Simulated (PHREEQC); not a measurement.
Solution (25 °C): 0.045 mol/kgw NH4HS, 3.2e-05 mol/kgw NaOH and 0.0075 mol/kgw FeCl2. Closed to the air; pH follows from the charge balance.

All values are PHREEQC results (ion-association model, phreeqc.dat), not measurements.

Each row changes one thing in this solution. This is a speciation only: nothing precipitates in the calculation.

| case | pH | ionic strength (mol/kgw) | NH4+ (mol/kgw) | HS- (mol/kgw) | Fe(HS)3- (mol/kgw) | Fe(HS)2 (mol/kgw) | SI of FeS(ppt) (FeS) |
|---|---|---|---|---|---|---|---|
| as made | 7.96 | 0.0432 | 0.0432 | 0.0229 | 0.00535 | 0.00215 | +1.99 |
| NaOH left out | 7.96 | 0.0432 | 0.0432 | 0.0229 | 0.00535 | 0.00215 | +1.99 |
| NaOH replaced by NaBr at the same molality | 7.96 | 0.0432 | 0.0432 | 0.0229 | 0.00535 | 0.00215 | +1.99 |
| diluted 2-fold with water | 7.97 | 0.0215 | 0.0215 | 0.0119 | 0.00212 | 0.00163 | +2.14 |
| NH4HS from 0.045 to 0.0675 mol/kgw | 8.01 | 0.0646 | 0.0646 | 0.0434 | 0.00619 | 0.00131 | +1.56 |

Some of these states are supersaturated (in Mackinawite, FeS(ppt), for instance).
